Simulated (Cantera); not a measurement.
Feed: 1 mol SiH4, 0.15 mol N2O, 0.13 mol H2, equilibrated at 0.0120 bar.

Method: chemical equilibrium by Gibbs-energy minimisation in Cantera with the NASA 1993 tables (ideal gas, pure condensed phases). Candidate condensed phases: H2O, Si, SiO2, Si2N2O, Si3N4; 35 gas species. Mutual solubility and eutectic melting of coexisting phases are not modelled. Gases not in the tables: Si2H6 and higher silanes. Equilibrium is a limit: real reactors are often held back by kinetics, nucleation or transport.

Question: What share of the Si ends up in condensed phases as a function of T (K), at 598, 798, 998, 1198, 1398, 1598, 1798, 1998?

Answer: 
| T (K) | Si condensed (%) | as |
|---|---|---|
| 598 | 100.0 | Si(s) + Si2N2O(s) |
| 798 | 100.0 | Si(s) + Si2N2O(s) |
| 998 | 100.0 | Si(s) + Si2N2O(s) |
| 1198 | 100.0 | Si(s) + Si2N2O(s) |
| 1398 | 100.0 | Si(s) + Si2N2O(s) |
| 1598 | 99.1 | Si(s) + Si2N2O(s) |
| 1798 | 84.9 | Si(l) |
| 1998 | 84.0 | Si(l) |
